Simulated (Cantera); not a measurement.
A perfectly stirred reactor is fed with H2 : O2 : N2 = 1 : 0.333 : 1.25 (molar parts), equivalence ratio 1.5, at 3.45 atm; it is adiabatic with a 700 K inlet, and is followed from long to short residence time, starting on the burning branch (τ in s: 0.28, 0.098, 0.034, 0.012, 0.004, 0.0014, 0.00048, 0.00017, 5.7e-05, 2e-05, 6.8e-06).

Cantera simulation using GRI-Mech 3.0 (53 species, 325 reactions); the numbers are that mechanism's predictions, not measurements. The hydrogen kinetics of GRI-Mech 3.0 are dated; newer H2 mechanisms differ, most at raised pressure.

Task: What does this change do: pressure from 3.45 atm to 9.87 atm?

Result: 
```csv
quantity,before,after
"blow-out, bracketed by the residence times tried","burning at 6.80 µs, the shortest tried","burning at 6.80 µs, the shortest tried"
x(H2) at τ = 0.280 s,0.147,0.147
x(O2) at τ = 0.280 s,6.07e-5,2.56e-5
x(O) at τ = 0.280 s,7.32e-5,3.08e-5
x(HO2) at τ = 0.280 s,8.16e-8,5.82e-8
x(NO) at τ = 0.280 s,0.000345,0.000233
x(H2) at τ = 1.40 ms,0.145,0.147
x(O2) at τ = 1.40 ms,0.000299,0.000126
x(O) at τ = 1.40 ms,0.000207,5.08e-5
x(HO2) at τ = 1.40 ms,3.75e-7,1.77e-7
x(NO) at τ = 1.40 ms,0.000199,0.000164
```
